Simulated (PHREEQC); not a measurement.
Make-up at 80 °C: 0.15 mol/kgw Pb(NO3)2, 0.0024 mol/kgw NaCl and 6.1e-05 mol/kgw Zn(NO3)2. Closed to the air; pH follows from the charge balance.

All values are PHREEQC results (ion-association model, phreeqc.dat), not measurements.

Precipitation was switched off in this run.

**Question.** Predict the pH, activity of water, ionic strength.

**Answer.** pH 4.21; activity of water 0.993; ionic strength 0.321 mol/kgw.

**Question.** In which forms is Cl present?

**Answer.** PbCl+ 71 %, Cl- 29 % of the Cl.

The solution is supersaturated, for example in Pb(OH)2, so a real one may precipitate; this is no full list. Away from 25 °C the constants follow the database's enthalpies or fits; those with neither stay at their 25 °C values.
